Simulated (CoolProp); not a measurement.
A simple Rankine cycle with isohexane: condensing at 298.15 K, boiler at 2.67 MPa, turbine inlet 503.9 K, turbine efficiency 0.9, pump efficiency 0.6, no recuperator. Each further row changes one setting.

Model: reference Helmholtz-energy equation of state, Lemmon 2006, in CoolProp. It is a short technical equation, of lower accuracy than the large ones.

| case | thermal efficiency (%) | net work (kJ/kg) | heat in (kJ/kg) | turbine exit temperature (K) | volume ratio over the turbine |
|---|---|---|---|---|---|
| as stated | ? | ? | 704 | 405.5 | 128 |
| turbine inlet 523.9 K | 21.2 | 163 | 770 | 430.1 | 114 |
| condensing temperature 290.15 K | 22.5 | ? | 722 | ? | 178 |
| boiler pressure 1.87 MPa | 20.3 | 150 | 738 | 421.5 | ? |
| turbine efficiency 0.8 | 18.9 | 133 | 704 | 413.5 | 131 |

**Question.** Complete the blanks.

**Answer.** 
- as stated, thermal efficiency (%): 21.4
- as stated, net work (kJ/kg): 151
- condensing temperature 290.15 K, net work (kJ/kg): 162
- condensing temperature 290.15 K, turbine exit temperature (K): 400.0
- boiler pressure 1.87 MPa, volume ratio over the turbine: 73.3
